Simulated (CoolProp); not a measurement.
Vapour-liquid equilibrium of benzene (1) + n-nonane (2) at 326.8 K; x and y are mole fractions of (1).

Model: multi-fluid Helmholtz-energy mixture model, Thol 2012 and Lemmon 2006; pair parameters Bell 2016, in CoolProp.

```csv
x,bubble pressure (MPa),y at the bubble point,dew pressure at overall composition x (MPa),liquid density (mol/L)
0.05,0.006735,0.587,0.003062,5.534
0.15,0.01301,0.804,0.003409,5.844
0.25,0.01786,0.870,0.003845,6.188
0.35,0.02173,0.903,0.004407,6.572
0.45,0.02498,0.924,0.005162,7.003
0.55,0.02788,0.939,0.006228,7.490
0.65,0.03066,0.953,0.007843,8.046
0.75,0.03348,0.966,0.01057,8.684
0.85,0.03648,0.979,0.01607,9.425
0.95,0.03976,0.993,0.03001,10.29
```

No azeotrope shows between x = 0.05 and 0.95.

The pair parameters rest on a limited set of measurements; away from them the model extrapolates.
